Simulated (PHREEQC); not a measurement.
A solution holds 0.033 mol/kgw H2SeO4, 0.0032 mol/kgw CaCl2 and 0.00095 mol/kgw HCl, at 25 °C. Closed to the air; pH follows from the charge balance.

Computed with PHREEQC (ion-association model, wateq4f.dat).

The ionic strength comes out as 0.0769 mol/kgw. What activity coefficients do H+, HSeO4-, Ca+2, Cl-, SeO4-2 get?

H+ 0.84, HSeO4- 0.80, Ca+2 0.42, Cl- 0.78, SeO4-2 0.40.

Precipitation was switched off in this run.
